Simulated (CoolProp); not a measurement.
Vapour-liquid equilibrium of n-heptane (1) + o-xylene (2) at 415.3 K; x and y are mole fractions of (1).

Values from CoolProp's multi-fluid Helmholtz-energy mixture model, Span 2003 and Zhou 2012; pair parameters Bell 2016.

```
x     bubble pressure (MPa)  y at the bubble point  dew pressure at overall composition x (MPa)  liquid density (mol/L)
----  ---------------------  ---------------------  -------------------------------------------  ----------------------
0.05                 0.1107                  0.174                                      0.09946                   7.180
0.15                 0.1383                  0.396                                       0.1084                   7.006
0.25                 0.1630                  0.536                                       0.1190                   6.836
0.35                 0.1855                  0.636                                       0.1316                   6.671
0.45                 0.2065                  0.714                                       0.1470                   6.509
0.55                 0.2265                  0.778                                       0.1658                   6.351
0.65                 0.2459                  0.833                                       0.1890                   6.197
0.75                 0.2650                  0.884                                       0.2175                   6.047
0.85                 0.2842                  0.932                                       0.2519                   5.900
0.95                 0.3037                  0.978                                       0.2919                   5.757
```

No azeotrope shows between x = 0.05 and 0.95.

Pair parameters are fitted to limited data, so mixtures are less certain than the pure fluids.
